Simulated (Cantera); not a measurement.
Charge: 1 mol HBr, 0.085 mol O2, 33 mol N2, held at 2875 K and 1.00 bar.

Method: chemical equilibrium by Gibbs-energy minimisation in Cantera with the NASA 1993 tables (ideal gas, pure condensed phases). Candidate condensed phases: Br2, H2O; 27 gas species. The numbers say what is thermodynamically allowed, not how fast it happens.

Base state: N2 0.952, Br 0.0259, H 0.00834, H2 0.00622, HBr 0.00292, H2O 0.00215, NO 0.000974, OH 0.000864 (mole fractions); condensed: gas only.

Task: What changes in the equilibrium state with this change: temperature from 2875 K to 2725 K?

Result: 
```json
[
 {"species": "N2", "before": "0.952", "after": "0.955"},
 {"species": "Br", "before": "0.0259", "after": "0.0248"},
 {"species": "H2", "before": "0.00622", "after": "0.00642"},
 {"species": "H", "before": "0.00834", "after": "0.00500"},
 {"species": "HBr", "before": "0.00292", "after": "0.00409"},
 {"species": "O", "before": "0.000722", "after": "0.000322"},
 {"species": "O2", "before": "9.94e-5", "after": "6.43e-5"},
 {"species": "NO", "before": "0.000974", "after": "0.000636"}
]
```
